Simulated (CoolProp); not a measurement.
R227EA along the isobar 301 kPa: density (kg/m³) from the reference equation and from simpler models built on Tc = 374.9 K, pc = 2925 kPa, ω = 0.358; each cubic takes its own stable root.

The numbers come from the reference Helmholtz-energy equation of state, Lemmon 2016 in CoolProp.

```tsv
T (K)	phase	reference	ideal gas	van der Waals	Redlich-Kwong	Soave-Redlich-Kwong	Peng-Robinson
323.5	gas	20.30	19.03	19.93	20.15	20.25	20.35
337.2	gas	19.29	18.25	19.03	19.20	19.26	19.35
351	gas	…	17.54	18.21	18.34	18.37	18.45
364.8	gas	17.58	16.87	…	17.56	…	17.64
378.6	gas	16.85	16.26	16.77	16.85	16.84	16.91
392.3	gas	16.19	15.69	16.14	16.20	16.18	16.24
406.1	gas	15.58	15.16	…	15.60	15.57	15.63
419.9	gas	15.02	14.66	15.01	15.04	15.01	15.06
433.7	gas	14.50	14.19	14.51	14.53	14.49	14.54
447.4	gas	14.02	13.76	14.04	14.05	14.01	14.06
461.2	gas	13.57	13.35	13.60	13.61	13.56	13.60
475	gas	13.15	12.96	13.18	13.19	13.14	13.18
```

### Question
Fill in the missing entries.

### Answer

- 351, reference: 18.38
- 364.8, van der Waals: 17.46
- 364.8, Soave-Redlich-Kwong: 17.57
- 406.1, van der Waals: 15.56
